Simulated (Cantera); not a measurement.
A closed system holds: 1 mol K2CO3, 0.014 mol C, 1.6 mol O2, equilibrated at 730000 Pa.

Cantera equilibrium calculation (NASA polynomials, part measured and part estimated; ideal gas, pure solids and liquids). Candidate condensed phases: C, K, KO2, K2CO3, K2O, K2O2; 15 gas species. Kinetics and transport are ignored.

log p: log10 of the partial pressure in bar; n: condensed amount in mol.

```json
[
 {"T (K)": "825", "log p O2": "0.86", "log p CO2": "-1.19", "log p K": "<-11", "log p KO": "<-11", "n K2CO3(s)": "1.00", "n K2CO3(l)": "0"},
 {"T (K)": "925", "log p O2": "0.86", "log p CO2": "-1.19", "log p K": "<-11", "log p KO": "<-11", "n K2CO3(s)": "1.00", "n K2CO3(l)": "0"},
 {"T (K)": "1025", "log p O2": "0.86", "log p CO2": "-1.19", "log p K": "<-11", "log p KO": "<-11", "n K2CO3(s)": "1.00", "n K2CO3(l)": "0"},
 {"T (K)": "1125", "log p O2": "0.86", "log p CO2": "-1.19", "log p K": "-9.34", "log p KO": "[?]", "n K2CO3(s)": "1.00", "n K2CO3(l)": "0"},
 {"T (K)": "1225", "log p O2": "0.86", "log p CO2": "-1.19", "log p K": "-7.69", "log p KO": "[?]", "n K2CO3(s)": "0", "n K2CO3(l)": "1.00"},
 {"T (K)": "1325", "log p O2": "0.86", "log p CO2": "-1.19", "log p K": "-6.32", "log p KO": "[?]", "n K2CO3(s)": "0", "n K2CO3(l)": "1.00"},
 {"T (K)": "1425", "log p O2": "0.86", "log p CO2": "-1.19", "log p K": "-5.16", "log p KO": "[?]", "n K2CO3(s)": "0", "n K2CO3(l)": "1.000"},
 {"T (K)": "1525", "log p O2": "0.86", "log p CO2": "-1.19", "log p K": "-4.16", "log p KO": "[?]", "n K2CO3(s)": "0", "n K2CO3(l)": "1.000"},
 {"T (K)": "1625", "log p O2": "0.86", "log p CO2": "-1.19", "log p K": "-3.30", "log p KO": "[?]", "n K2CO3(s)": "0", "n K2CO3(l)": "1.000"}
]
```

Q: Some entries are withheld; supply them.

A: 
- 1125, log p KO: -9.36
- 1225, log p KO: -7.77
- 1325, log p KO: -6.46
- 1425, log p KO: -5.35
- 1525, log p KO: -4.39
- 1625, log p KO: -3.56
